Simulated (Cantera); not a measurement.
Charge: 1 mol ZrO2, 1.2 mol H2, 11 mol N2, equilibrated at 1.00 bar.

Cantera equilibrium calculation (NASA polynomials, part measured and part estimated; ideal gas, pure solids and liquids). Candidate condensed phases: H2O, Zr, ZrN, ZrO2; 28 gas species. Kinetics and transport are ignored. All values below are at 1775 K.

Base state: N2 0.902, H2 0.0983, H 9.07e-5, H2O 1.05e-5 (mole fractions); condensed: ZrO2(tetragonal).

**Question.** What changes in the equilibrium state with this change: ZrO2 replaced by FeS2?

**Answer.** 
```csv
species,before,after
N2,0.902,0.873
H2,0.0983,0.0781
S2,0,0.0306
H2S,0,0.0161
SH,0,0.00199
S,0,0.000106
H2O,1.05e-5,0
H,9.07e-5,8.09e-5
"ZrO2(tetragonal), mol",1.000,0
"FeS(l), mol",0,1.000
```
FeS: taken at fixed stoichiometry. Further candidate phases: Fe, FeS, FeS2, S.
